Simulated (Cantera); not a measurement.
A closed system holds: 1 mol Si₃N₄, 0.011 mol CO₂, 700 mol H₂, 0.42 mol O₂, at 1125 K and 2.93 Torr.

Equilibrium computed with Cantera from the NASA thermochemical tables; the gas is ideal and each condensed phase is pure. Candidate condensed phases: C, C₆H₆, C₇H₈, C₈H₁₈, H₂O, Si, SiC, SiO₂, Si₂N₂O, Si₃N₄; 151 gas species. Mutual solubility and eutectic melting of coexisting phases are not modelled. Kinetics and transport are ignored.

Base state: H₂ 1.000, N₂ 0.000415 (mole fractions); condensed: SiC(s) + Si₂N₂O(s) + Si₃N₄(s).

Question: What changes in the equilibrium state with this change: CO₂ from 0.011 to 3.3 mol?

Answer: 
```
species                before    after
-------------------  --------  -------
H₂                      1.000    0.993
CO                    3.29e-9  0.00466
N₂                   0.000415  0.00197
CH₄                   9.00e-6  2.52e-5
SiC(s), mol           0.00466        0
Si₂N₂O(s), mol          0.862    0.615
Si₃N₄(s), mol           0.424        0
SiO₂(β-quartz), mol         0     1.77
```

Question: What changes in the equilibrium state with this change: pressure from 2.93 Torr to 61.5 Torr?

Answer: 
```json
[
 {"species": "H₂", "before": "1.000", "after": "1.000"},
 {"species": "N₂", "before": "0.000415", "after": "0.000410"},
 {"species": "CH₄", "before": "9.00e-6", "after": "1.57e-5"},
 {"species": "SiC(s), mol", "before": "0.00466", "after": "0"},
 {"species": "Si₂N₂O(s), mol", "before": "0.862", "after": "0.862"},
 {"species": "Si₃N₄(s), mol", "before": "0.424", "after": "0.425"}
]
```

Question: What changes in the equilibrium state with this change: Si₃N₄ replaced by Si?

Answer: 
```json
[
 {"species": "H₂", "before": "1.000", "after": "1.000"},
 {"species": "SiO", "before": "<1e-9", "after": "1.37e-5"},
 {"species": "N₂", "before": "0.000415", "after": "0"},
 {"species": "SiC(s), mol", "before": "0.00466", "after": "0.0109"},
 {"species": "Si₂N₂O(s), mol", "before": "0.862", "after": "0"},
 {"species": "Si₃N₄(s), mol", "before": "0.424", "after": "0"},
 {"species": "Si(s), mol", "before": "0", "after": "0.553"},
 {"species": "SiO₂(β-quartz), mol", "before": "0", "after": "0.426"}
]
```
